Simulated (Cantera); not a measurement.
Cantera run, input and output.

```python
import numpy as np
import cantera as ct

gas = ct.Solution("h2o2.yaml")
gas.TPX = 1325, 710, {'H2': 0.2, 'O2': 1}
reactor = ct.IdealGasConstPressureReactor(gas, energy="off", clone=False)
net = ct.ReactorNet([reactor])
net.rtol, net.atol = 1e-08, 1e-18
show = ['H2', 'O2', 'H', 'OH', 'HO2', 'O', 'H2O2']
times = np.geomspace(5e-05, 6, 14)

steps = ct.SolutionArray(gas, extra=["t"])
rows = []
print(f"{'t/s':>10s}{'T/K':>9s}{'P/Pa':>11s}" + "".join(f"{s:>11s}" for s in show))
for t in times:
    while net.time < t:
        t_next = net.step()
        steps.append(gas.state, t=t_next)
    rows.append([np.interp(t, steps.t, y) for y in (steps.T, steps.P, *steps(*show).X.T)])
    print(f"{t:10.3e}{rows[-1][0]:9.1f}{rows[-1][1]:11.4g}" + "".join(f"{x:11.3e}" for x in rows[-1][2:]))
rate = np.gradient(steps.T, steps.t)
print("integrator steps:", len(steps.t))
if steps.T.max() > steps.T[0] + 200:
    print(f"time of steepest temperature rise: {steps.t[rate.argmax()]:.4e} s")
gas.TPX = 1325, 710, {'H2': 0.2, 'O2': 1}
gas.equilibrate("TP")
print(f"equilibrium (TP): T = {gas.T:.1f} K  " + "  ".join(f"{s} {gas[s].X[0]:.3e}" for s in show))
```

Output:

```
       t/s      T/K       P/Pa         H2         O2          H         OH        HO2          O       H2O2
 5.000e-05   1325.0        710  1.667e-01  8.333e-01  2.433e-08  7.937e-09  2.884e-08  9.282e-09  1.400e-11
 1.229e-04   1325.0        710  1.667e-01  8.333e-01  7.625e-08  3.860e-08  7.087e-08  5.009e-08  8.411e-11
 3.023e-04   1325.0        710  1.667e-01  8.333e-01  6.276e-07  3.733e-07  1.743e-07  5.108e-07  5.013e-10
 7.432e-04   1325.0        710  1.665e-01  8.332e-01  7.519e-05  4.564e-05  4.809e-07  6.290e-05  2.998e-09
 1.827e-03   1325.0        710  1.349e-02  7.318e-01  5.068e-02  1.548e-02  3.073e-06  6.831e-02  1.542e-07
 4.493e-03   1325.0        710  6.956e-03  7.258e-01  4.517e-02  1.262e-02  3.058e-06  7.791e-02  1.120e-07
 1.105e-02   1325.0        710  6.521e-03  7.339e-01  3.982e-02  1.228e-02  3.105e-06  7.133e-02  1.159e-07
 2.716e-02   1325.0        710  5.487e-03  7.508e-01  2.900e-02  1.139e-02  3.174e-06  5.732e-02  1.230e-07
 6.678e-02   1325.0        710  3.451e-03  7.787e-01  1.331e-02  9.194e-03  3.104e-06  3.381e-02  1.272e-07
 1.642e-01   1325.0        710  1.206e-03  8.046e-01  2.579e-03  5.516e-03  2.358e-06  1.129e-02  1.027e-07
 4.037e-01   1325.0        710  2.412e-04  8.150e-01  2.257e-04  2.482e-03  1.044e-06  2.224e-03  5.427e-08
 9.925e-01   1325.0        710  4.376e-05  8.173e-01  1.740e-05  1.060e-03  3.021e-07  4.025e-04  2.259e-08
 2.440e+00   1325.0        710  9.520e-06  8.179e-01  1.768e-06  4.952e-04  8.949e-08  8.763e-05  8.990e-09
 6.000e+00   1325.0        710  2.549e-06  8.180e-01  2.456e-07  2.565e-04  4.179e-08  2.350e-05  3.653e-09
integrator steps: 1724
equilibrium (TP): T = 1325.0 K  H2 3.221e-07  O2 8.181e-01  H 1.109e-08  OH 9.130e-05  HO2 5.129e-08  O 2.976e-06  H2O2 9.169e-10
```

Cantera simulation using the H2/O2 subset of GRI-Mech 3.0, which has no nitrogen chemistry; the numbers are that mechanism's predictions, not measurements. Radical loss at walls, strong at low pressure, is not modelled. The temperature is held fixed by assumption; the heat of reaction is taken as removed at once.
